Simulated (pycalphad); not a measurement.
CALPHAD calculation (pycalphad, COST 507 light-alloy database (1999)), 1 atm. These are 1990s assessments: newer ones move some temperatures and phases. Phase fractions are per mole of atoms.

Give the equilibrium state of Si-92.42Al (wt.%) at 850 K.


```
T = 850.00 K, P = 101325 Pa, N = 1 mol of atoms
G = -32385 J/mol, H = 15885 J/mol, S = 56.79 J/(mol K)  (SER reference)
chemical potentials (J/mol): Si -23592, Al -33077
phase             fraction      x(Si)      x(Al)
FCC_A1              0.9410     0.0149     0.9851
DIAMOND_A4          0.0590     1.0000   8.94e-07
```

FCC_A1 is fcc; DIAMOND_A4 is diamond (Si).
